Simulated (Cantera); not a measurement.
Charge: 1 mol CH₃Cl, 0.73 mol F₂, held at 72.8 Torr.

Method: chemical equilibrium by Gibbs-energy minimisation in Cantera with the NASA 1993 tables (ideal gas, pure condensed phases). Candidate condensed phases: C, C₆H₆, C₇H₈, C₈H₁₈; 135 gas species. Ions and electrons are included (thermal ionisation). The tables' values for CCl are old estimates; treat these amounts as uncertain. Kinetics and transport are ignored.

**Question.** At 4000 K, list the 5 most abundant gas species with their mole fractions, and the condensed phases.

**Answer.** H 0.425, Cl 0.178, F 0.154, HF 0.103, C 0.0812. Condensed: gas only.
